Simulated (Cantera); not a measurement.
# Thermodynamics of carbon deposition, reforming and gasification, feed C2H2 + O2

A closed system holds: 1 mol C2H2, 0.016 mol O2, equilibrated at 2.90 bar.

Equilibrium computed with Cantera from the NASA thermochemical tables; the gas is ideal and each condensed phase is pure. Candidate condensed phases: C, C6H6, C7H8, C8H18, H2O; 110 gas species. The numbers say what is thermodynamically allowed, not how fast it happens.

```tsv
T (K)	x H2	x CH4	x H2O	x CO	x CO2	x C2H6	x C2H4	x HCHO (formaldehyde)	n C(graphite)
675	0.138	0.805	0.0562	0.000139	0.000680	1.31e-5	3.12e-9	4.11e-11	1.55
725	0.221	0.725	0.0532	0.000432	0.000784	1.57e-5	1.34e-8	1.94e-10	1.58
775	0.324	0.624	0.0490	0.00115	0.000880	1.70e-5	4.52e-8	7.25e-10	1.61
825	0.441	0.511	0.0436	0.00270	0.000953	1.64e-5	1.23e-7	2.20e-9	1.66
875	0.560	0.397	0.0370	0.00559	0.000973	1.42e-5	2.75e-7	5.53e-9	1.71
925	0.667	0.293	0.0291	0.0101	0.000893	1.11e-5	5.24e-7	1.15e-8	1.76
975	0.755	0.208	0.0209	0.0159	0.000700	8.04e-6	8.68e-7	1.96e-8	1.81
1025	0.821	0.144	0.0135	0.0214	0.000459	5.50e-6	1.29e-6	2.79e-8	1.85
1075	0.868	0.0984	0.00815	0.0256	0.000259	3.64e-6	1.77e-6	3.42e-8	1.88
```
x: gas mole fraction; n: condensed amount in mol.

From 675 K to 1075 K the condensed part is C(graphite). The main C-bearing gas is CH4 throughout. The share of C in condensed phases is highest at 1075 K (94.2 %) and lowest at 675 K (77.7 %).
